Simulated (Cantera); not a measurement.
Input (Python, Cantera):

```python
import numpy as np
import cantera as ct

gas = ct.Solution("gri30.yaml")
gas.TPX = 573, 1000000, {'CH4': 1, 'CO': 0.48, 'O2': 1.87, 'N2': 7.02}
inlet = ct.Reservoir(gas, clone=True)
gas.equilibrate("HP")  # start burning
reactor = ct.IdealGasConstPressureReactor(gas, energy="on", clone=False)
exhaust = ct.Reservoir(gas, clone=True)
tau = [0.046, 0.024, 0.013, 0.0065, 0.0034, 0.0018, 0.00092, 0.00048, 0.00025, 0.00013, 6.7e-05, 3.5e-05, 1.8e-05][0]
for a, b in ((inlet, reactor), (reactor, exhaust)):
    ct.MassFlowController(a, b, mdot=lambda t: reactor.mass / tau)
net = ct.ReactorNet([reactor])
show = ['CH4', 'CO', 'O2', 'HCN', 'H2', 'C2H2', 'H']

rows = []
print(f"{'tau/s':>10s}{'T/K':>9s}" + "".join(f"{s:>11s}" for s in show))
for tau in [0.046, 0.024, 0.013, 0.0065, 0.0034, 0.0018, 0.00092, 0.00048, 0.00025, 0.00013, 6.7e-05, 3.5e-05, 1.8e-05]:
    net.initial_time = 0.0
    net.advance(30 * tau)
    before = gas.X
    net.advance(40 * tau)
    drift = np.max(np.abs(gas.X - before) / (gas.X + 1e-9))
    rows.append([gas.T, *gas[show].X, drift])
    print(f"{tau:10.3e}{gas.T:9.1f}" + "".join(f"{x:11.3e}" for x in gas[show].X))
```

Result:

```
     tau/s      T/K        CH4         CO         O2        HCN         H2       C2H2          H
 4.600e-02   2379.7  4.853e-06  5.339e-02  1.428e-04  7.595e-07  1.791e-02  7.804e-09  6.733e-04
 2.400e-02   2378.5  8.386e-06  5.344e-02  1.789e-04  1.320e-06  1.793e-02  2.187e-08  7.144e-04
 1.300e-02   2376.5  1.342e-05  5.352e-02  2.361e-04  2.136e-06  1.795e-02  5.293e-08  7.759e-04
 6.500e-03   2373.2  2.160e-05  5.366e-02  3.432e-04  3.478e-06  1.801e-02  1.268e-07  8.819e-04
 3.400e-03   2368.4  3.215e-05  5.388e-02  5.055e-04  5.187e-06  1.808e-02  2.543e-07  1.026e-03
 1.800e-03   2361.8  4.615e-05  5.421e-02  7.523e-04  7.316e-06  1.820e-02  4.579e-07  1.221e-03
 9.200e-04   2351.9  6.679e-05  5.473e-02  1.151e-03  1.004e-05  1.838e-02  7.934e-07  1.493e-03
 4.800e-04   2338.7  9.627e-05  5.548e-02  1.735e-03  1.313e-05  1.864e-02  1.304e-06  1.833e-03
 2.500e-04   2320.9  1.421e-04  5.656e-02  2.603e-03  1.658e-05  1.898e-02  2.138e-06  2.255e-03
 1.300e-04   2297.0  2.179e-04  5.813e-02  3.884e-03  2.031e-05  1.943e-02  3.612e-06  2.754e-03
 6.700e-05   2264.7  3.558e-04  6.044e-02  5.834e-03  2.435e-05  1.998e-02  6.609e-06  3.294e-03
 3.500e-05   2221.1  6.330e-04  6.397e-02  8.909e-03  2.867e-05  2.059e-02  1.389e-05  3.710e-03
 1.800e-05   2139.6  1.585e-03  7.146e-02  1.619e-02  3.260e-05  2.124e-02  5.096e-05  3.304e-03
```

Cantera simulation using GRI-Mech 3.0 (53 species, 325 reactions); the numbers are that mechanism's predictions, not measurements.
